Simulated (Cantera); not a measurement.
A Cantera script and what it prints.

```python
import numpy as np
import cantera as ct

gas_names = """
    Ba BaF BaF2 BaOH BaO2H2 F FO FO2 F2 F2O H HF HOF HO2 H2 H2F2 H2O H2O2 H3F3 H4F4 H5F5 H6F6 H7F7 O OH
    O2 O3
""".split()
cond_names = """
    Ba(cr) Ba(L) BaF2(a) BaF2(b,c) BaF2(L) BaO(s) BaO(L) BaO2H2(s) BaO2H2(L) H2O(s) H2O(L)
""".split()


# ... load() reads the species with a 1 bar reference pressure and builds the phases ...
atoms = {
    'BaF2': {'Ba': 1, 'F': 2},
    'O2': {'O': 2},
    'H2': {'H': 2},
    'H2O': {'H': 2, 'O': 1},
}
top_T = {}  # K; cautious upper limits of use, not melting points


# ... equilibrate(T, P, feed) seeds the gas with the atoms and calls Mixture.equilibrate('TP', solver="vcs", rtol=1e-11, max_steps=5000) ...
results = []
feed = {'BaF2': 1, 'O2': 2.6, 'H2': 1.1, 'H2O': 0.09}  # mol
P = 21  # Pa
for T in [1573, 1623, 1673, 1723, 1773, 1823, 1873]:
    mix = equilibrate(T, P, feed)
    results.append((T, P, feed, dict(zip(mix.species_names, mix.species_moles))))

top = {s: max(r[3][s] / sum(r[3][g] for g in gas_names) for r in results) for s in gas_names}
cols = sorted((s for s in top if top[s] > 0.0001), key=lambda s: -top[s])[:6]
seen = [c for c in cond_names if any(r[3].get(c, 0) > 1e-12 for r in results)]
print("log10 of partial pressures in bar; condensed amounts in mol")
print(f"{'T/K':>10s}" + "".join(f"{s[:9]:>10s}" for s in cols + seen))
for T, P, feed, n in results:
    ng = sum(n[g] for g in gas_names)
    print(f"{T:10.4g}" + "".join(f"{np.log10(max(n[s] / ng * P / 1e5, 1e-99)):10.3f}" for s in cols)
          + "".join(f"{n.get(c, 0):10.4g}" for c in seen))
```

It prints:

```
log10 of partial pressures in bar; condensed amounts in mol
       T/K        O2       H2O      BaF2        HF        OH         O    BaO(s)
      1573    -3.994    -4.276    -4.357    -4.957    -6.311    -6.978    0.1094
      1623    -3.995    -4.276    -4.356    -4.968    -6.144    -6.718    0.1053
      1673    -3.996    -4.278    -4.356    -4.980    -5.989    -6.474    0.1007
      1723    -3.998    -4.281    -4.356    -4.991    -5.843    -6.244   0.09531
      1773    -4.000    -4.285    -4.357    -5.002    -5.706    -6.027    0.0883
      1823    -4.003    -4.292    -4.360    -5.014    -5.579    -5.823   0.07857
      1873    -4.007    -4.301    -4.366    -5.029    -5.460    -5.630   0.06435
```

Equilibrium computed with Cantera from the NASA thermochemical tables; the gas is ideal and each condensed phase is pure.
